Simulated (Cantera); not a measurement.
Feed: 1 mol Si, 1.4 mol HCl, 3 mol H2, equilibrated at 0.133 bar.

Method: chemical equilibrium by Gibbs-energy minimisation in Cantera with the NASA 1993 tables (ideal gas, pure condensed phases). Candidate condensed phases: Si; 19 gas species. The numbers say what is thermodynamically allowed, not how fast it happens.

Problem. What share of the Si ends up in condensed phases as a function of T (°C), at 925, 975, 1025, 1075, 1125, 1175, 1225, 1275?

Solution. 
```
T (°C)  Si condensed (%)     as
------  ----------------  -----
925                 66.5  Si(s)
975                 66.7  Si(s)
1025                66.4  Si(s)
1075                65.6  Si(s)
1125                64.6  Si(s)
1175                63.6  Si(s)
1225                62.7  Si(s)
1275                62.0  Si(s)
```
